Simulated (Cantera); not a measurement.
Input: 1 mol B2H6, 1.3 mol H2O, held at 13.3 mbar.

Method: chemical equilibrium by Gibbs-energy minimisation in Cantera with the NASA 1993 tables (ideal gas, pure condensed phases). Candidate condensed phases: B, B2O3, B3O3H3, H2O; 23 gas species. The feed counts by its element totals alone. Mutual solubility and eutectic melting of coexisting phases are not modelled. Kinetics and transport are ignored.

Problem. Which condensed phases are stable at each of these points (T (°C)): 1100, 1250, 1400, 1550, 1700, 1850, 2000, 2150?

Solution. 
```csv
T (°C),condensed phases,B condensed (%)
1100,B(s) + B2O3(l),97.7
1250,B(s) + B2O3(l),84.6
1400,B(s),38.5
1550,B(s),36.5
1700,B(s),35.5
1850,B(s),34.8
2000,B(s),33.9
2150,B(l),32.3
```

From 1100 °C to 1250 °C the condensed part is B(s) + B2O3(l). From 1400 °C to 2000 °C the condensed part is B(s). At 2150 °C the condensed part is B(l).
